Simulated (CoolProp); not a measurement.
cis-2-butene at 293.15 K and 0.0115 MPa is throttled through a valve to 0.0078 MPa with no heat exchange. Each further row changes one setting.

Computed with CoolProp (reference Helmholtz-energy equation of state, Lemmon 2005). It is a short technical equation, of lower accuracy than the large ones.

```csv
case,temperature change (K),final density (kg/m³)
as stated,[?],[?]
outlet pressure 0.00234 MPa,[?],[?]
outlet pressure 0.0101 MPa,[?],[?]
```

Question: Fill in the missing entries.

Answer: 
- as stated, temperature change (K): -0.1
- as stated, final density (kg/m³): 0.180
- outlet pressure 0.00234 MPa, temperature change (K): -0.3
- outlet pressure 0.00234 MPa, final density (kg/m³): 0.0540
- outlet pressure 0.0101 MPa, temperature change (K): -0.0
- outlet pressure 0.0101 MPa, final density (kg/m³): 0.233
